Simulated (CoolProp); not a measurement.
Vapour-liquid equilibrium of methanol (1) + toluene (2) at 372.2 K; x and y are mole fractions of (1).

Computed with CoolProp (multi-fluid Helmholtz-energy mixture model, de Reuck 1993 and Lemmon 2006; pair parameters Bell 2016).

```json
[
 {"x": "0.05", "bubble pressure, mixture model (bar)": "1.524", "bubble pressure, Raoult's law (bar)": "0.8569", "y, mixture model": "0.527", "y, Raoult's law": "0.200"},
 {"x": "0.15", "bubble pressure, mixture model (bar)": "2.385", "bubble pressure, Raoult's law (bar)": "1.128", "y, mixture model": "0.706", "y, Raoult's law": "0.456"},
 {"x": "0.25", "bubble pressure, mixture model (bar)": "2.746", "bubble pressure, Raoult's law (bar)": "1.399", "y, mixture model": "0.751", "y, Raoult's law": "0.613"},
 {"x": "0.35", "bubble pressure, mixture model (bar)": "2.904", "bubble pressure, Raoult's law (bar)": "1.670", "y, mixture model": "0.770", "y, Raoult's law": "0.719"},
 {"x": "0.45", "bubble pressure, mixture model (bar)": "2.993", "bubble pressure, Raoult's law (bar)": "1.942", "y, mixture model": "0.782", "y, Raoult's law": "0.796"},
 {"x": "0.55", "bubble pressure, mixture model (bar)": "3.069", "bubble pressure, Raoult's law (bar)": "2.213", "y, mixture model": "0.795", "y, Raoult's law": "0.853"},
 {"x": "0.65", "bubble pressure, mixture model (bar)": "3.153", "bubble pressure, Raoult's law (bar)": "2.484", "y, mixture model": "0.814", "y, Raoult's law": "0.898"},
 {"x": "0.75", "bubble pressure, mixture model (bar)": "3.247", "bubble pressure, Raoult's law (bar)": "2.755", "y, mixture model": "0.844", "y, Raoult's law": "0.935"},
 {"x": "0.85", "bubble pressure, mixture model (bar)": "3.340", "bubble pressure, Raoult's law (bar)": "3.026", "y, mixture model": "0.890", "y, Raoult's law": "0.964"},
 {"x": "0.95", "bubble pressure, mixture model (bar)": "3.411", "bubble pressure, Raoult's law (bar)": "3.297", "y, mixture model": "0.957", "y, Raoult's law": "0.989"}
]
```

The largest gap from Raoult's law is +111.4 % in bubble pressure, at x = 0.15. No azeotrope shows between x = 0.05 and 0.95.

Pair parameters are fitted to limited data, so mixtures are less certain than the pure fluids. With so large a gap from Raoult's law the liquid may split in two, which this calculation doesn't test in full.
